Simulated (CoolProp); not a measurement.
Vapour-liquid equilibrium of propane (1) + cyclopropane (2) at 1.99 MPa; x and y are mole fractions of (1).

Values from CoolProp's multi-fluid Helmholtz-energy mixture model, Lemmon 2009 and Polt 1992; pair parameters Bell 2016. This equation is an older, rougher fit; its heat capacities, sound speeds and derivatives of the liquid may be far off and weren't checked against measurements.

### Question
Give the bubble temperature and the first vapour's composition at x = 0.05, 0.2, 0.5. Is there an azeotrope?

### Answer
x = 0.05: 66.9 °C, y = 0.065; x = 0.2: 63.9 °C, y = 0.242; x = 0.5: 59.7 °C, y = 0.541. No azeotrope shows between x = 0.05 and 0.95.

The pair parameters rest on a limited set of measurements; away from them the model extrapolates.
